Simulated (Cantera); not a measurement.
Input: 1 mol CO, 0.018 mol O2, 6.1 mol H2, at 278 Torr.

These are equilibrium values from Cantera (NASA tables, ideal gas, pure condensed phases), not measurements of a reactor. Candidate condensed phases: C, C6H6, C7H8, C8H18, H2O; 110 gas species. Rates play no part.

x: gas mole fraction; nothing condenses.

```tsv
T (°C)	x H2	x CO	x CH4	x H2O	x CO2	x H
552	0.702	0.0290	0.131	0.120	0.0177	1.09e-11
652	0.800	0.0943	0.0499	0.0448	0.0107	3.83e-10
752	0.840	0.128	0.0132	0.0154	0.00304	6.56e-9
852	0.851	0.138	0.00304	0.00710	0.00104	6.74e-8
952	0.854	0.140	0.000602	0.00511	0.000570	4.73e-7
1052	0.854	0.140	0.000121	0.00477	0.000421	2.48e-6
1152	0.854	0.140	[?]	0.00476	[?]	[?]
1252	0.854	0.141	8.23e-6	0.00479	0.000292	3.59e-5
1352	0.854	0.141	2.74e-6	0.00482	0.000255	0.000107
1452	0.854	0.141	[?]	0.00484	[?]	[?]
1552	0.854	0.141	4.40e-7	0.00486	0.000204	0.000669
```

### Question
Complete the blanks.

### Answer

- 1152, x CH4: 2.89e-5
- 1152, x CO2: 0.000344
- 1152, x H: 1.04e-5
- 1452, x CH4: 1.04e-6
- 1452, x CO2: 0.000227
- 1452, x H: 0.000282
